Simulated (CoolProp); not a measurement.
Vapour-liquid equilibrium of toluene (1) + n-nonane (2) at 54.65 °C; x and y are mole fractions of (1).

Values from CoolProp's multi-fluid Helmholtz-energy mixture model, Lemmon 2006 and Lemmon 2006; pair parameters Bell 2016.

```
x     bubble pressure, mixture model (MPa)  bubble pressure, Raoult's law (MPa)  y, mixture model  y, Raoult's law
----  ------------------------------------  -----------------------------------  ----------------  ---------------
0.05                              0.003973                             0.003656             0.266            0.204
0.2                               0.006462                             0.005437             0.615            0.549
0.35                              0.008535                             0.007218             0.755            0.724
0.5                                0.01024                             0.008998             0.834            0.830
0.65                               0.01171                              0.01078             0.888            0.901
0.8                                0.01307                              0.01256             0.935            0.951
0.95                               0.01445                              0.01434             0.983            0.989
```

The largest gap from Raoult's law is +18.9 % in bubble pressure, at x = 0.2. No azeotrope shows between x = 0.05 and 0.95.

Pair parameters are fitted to limited data, so mixtures are less certain than the pure fluids.
